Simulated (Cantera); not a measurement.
Input: 1 mol Si₃N₄, 0.28 mol N₂, held at 1225 °C.

Cantera equilibrium calculation (NASA polynomials, part measured and part estimated; ideal gas, pure solids and liquids). Candidate condensed phases: Si, Si₃N₄; 7 gas species. The numbers say what is thermodynamically allowed, not how fast it happens.

x: gas mole fraction; n: condensed amount in mol.

```
P (Pa)    x N₂      x Si  x Si₂N     x SiN     x Si₂     x Si₃  n Si(s)  n Si₃N₄(s)
-------  -----  --------  ------  --------  --------  --------  -------  ----------
1        0.999   0.00100     ___   4.11e-6   1.27e-6   2.28e-7     3.00           0
4.60     1.000  0.000217     ___   1.91e-6   2.72e-7   4.87e-8        0       1.000
22       1.000   1.60e-5     ___   3.07e-7   7.05e-9  4.45e-10        0       1.000
100      1.000   1.28e-6     ___   5.25e-8  2.06e-10  4.74e-12        0        1.00
460       1.00   1.01e-7     ___   8.84e-9  5.85e-12    <1e-12        0        1.00
2200      1.00   7.41e-9     ___   1.42e-9    <1e-12    <1e-12        0        1.00
10000     1.00  5.94e-10     ___  2.43e-10    <1e-12    <1e-12        0        1.00
46000     1.00  4.67e-11  <1e-12  4.10e-11    <1e-12    <1e-12        0        1.00
220000    1.00  3.44e-12  <1e-12  6.61e-12    <1e-12    <1e-12        0        1.00
1000000   1.00    <1e-12  <1e-12  1.13e-12    <1e-12    <1e-12        0        1.00
```

Task: Complete the blanks.

Result: 
- 1, x Si₂N: 6.16e-6
- 4.60, x Si₂N: 2.84e-6
- 22, x Si₂N: 1.61e-7
- 100, x Si₂N: 1.00e-8
- 460, x Si₂N: 6.11e-10
- 2200, x Si₂N: 3.47e-11
- 10000, x Si₂N: 2.16e-12
